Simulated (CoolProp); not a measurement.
Aqueous ammonia as a coolant, at 30 °C, 1 atm.

Model: Melinder's fits for secondary coolants, in CoolProp.

| mass % | freezing point (°C) | conductivity (W/(m K)) | cp (kJ/(kg K)) | Prandtl number | viscosity (mPa s) |
|---|---|---|---|---|---|
| 4.9 | -5.9 | 0.580 | 4.188 | 6.19 | 0.856 |
| 8.3 | -10.8 | 0.559 | 4.191 | 6.49 | ? |
| 11.7 | -16.6 | 0.540 | 4.193 | 6.89 | ? |
| 15.1 | -23.5 | 0.521 | 4.196 | ? | 0.922 |
| 18.5 | -32.0 | 0.503 | 4.200 | 8.01 | 0.959 |
| 21.9 | ? | 0.488 | 4.208 | 8.44 | 0.980 |
| 25.3 | ? | 0.477 | 4.217 | 8.66 | 0.979 |
| 28.7 | -75.5 | 0.467 | 4.226 | 8.92 | 0.987 |

**Question.** What belongs in the gaps?

**Answer.** 
- 8.3, viscosity (mPa s): 0.866
- 11.7, viscosity (mPa s): 0.886
- 15.1, Prandtl number: 7.43
- 21.9, freezing point (°C): -42.8
- 25.3, freezing point (°C): -56.9
